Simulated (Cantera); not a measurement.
An adiabatic, constant-volume homogeneous reactor starts with CH₄ : O₂ : N₂ : H₂O = 1 : 2.02 : 7.6 : 0.02 (molar parts), at 1550 K and 1.00 atm.

Model: GRI-Mech 3.0 (53 species, 325 reactions), integrated in Cantera.

Question: Predict: time of steepest temperature rise; temperature at 0.800 s; equilibrium temperature; x(O₂) at 0.800 s; x(HCO) at 0.800 s; x(OH) at 0.800 s.

Answer: 
- time of steepest temperature rise: 0.687 ms
- temperature at 0.800 s: 2909 K
- equilibrium temperature: 2909 K
- x(O₂) at 0.800 s: 0.0223 (gas-phase equilibrium 0.0223)
- x(HCO) at 0.800 s: 9.85e-8 (gas-phase equilibrium 9.85e-8)
- x(OH) at 0.800 s: 0.0246 (gas-phase equilibrium 0.0246)
